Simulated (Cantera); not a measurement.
Feed: 1 mol Fe(CO)5, 3.7 mol CO, 0.73 mol N2, held at 0.000290 bar.

Method: chemical equilibrium by Gibbs-energy minimisation in Cantera with the NASA 1993 tables (ideal gas, pure condensed phases). Candidate condensed phases: C, Fe, Fe(CO)5, FeO, Fe2O3, Fe3O4; 27 gas species. Equilibrium is a limit: real reactors are often held back by kinetics, nucleation or transport. All values below are at 1350 K.

Base state: CO 0.923, N2 0.0774, Fe 1.48e-5 (mole fractions); condensed: Fe(γ).

**Question.** What changes in the equilibrium state with this change: Fe(CO)5 replaced by PbO?

**Answer.** 
| species | before | after |
|---|---|---|
| CO | 0.923 | 0.497 |
| CO2 | 7.20e-7 | 0.184 |
| Pb | 0 | 0.184 |
| N2 | 0.0774 | 0.134 |
| Fe | 1.48e-5 | 0 |
| PbO | 0 | 1.70e-5 |
| Fe(γ), mol | 1.000 | 0 |
Further candidate phases: Pb, PbO, PbO2, Pb3O4.
